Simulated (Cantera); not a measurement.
A perfectly stirred reactor is fed with CO : H2 : O2 : N2 = 0.66 : 0.2 : 1.4 : 5.25 (molar parts), equivalence ratio 0.31, at 140000 Pa; it is adiabatic with a 475 K inlet, and is followed from long to short residence time, starting on the burning branch (τ in s: 0.053, 0.025, 0.012, 0.0055, 0.0026, 0.0012, 0.00058, 0.00027, 0.00013, 6e-05, 2.8e-05, 1.3e-05, 6.3e-06).

Model: GRI-Mech 3.0 (53 species, 325 reactions), integrated in Cantera.

Question: Predict: blow-out, bracketed by the residence times tried; x(CO) at τ = 53.0 ms; x(H2) at τ = 53.0 ms; x(O2) at τ = 53.0 ms; x(NO2) at τ = 53.0 ms; x(NO) at τ = 53.0 ms; x(CO) at τ = 0.580 ms; x(H2) at τ = 0.580 ms; x(O2) at τ = 0.580 ms.

Answer: 
```
Item                                                                          Result
------------------------------------------------  ----------------------------------
blow-out, bracketed by the residence times tried  burning at 2.60 ms, out at 1.20 ms
x(CO) at τ = 53.0 ms                                                         0.00142
x(H2) at τ = 53.0 ms                                                         5.24e-5
x(O2) at τ = 53.0 ms                                                           0.137
x(NO2) at τ = 53.0 ms                                                        4.83e-8
x(NO) at τ = 53.0 ms                                                         4.54e-6
x(CO) at τ = 0.580 ms                                                         0.0879
x(H2) at τ = 0.580 ms                                                         0.0266
x(O2) at τ = 0.580 ms                                                          0.186
```
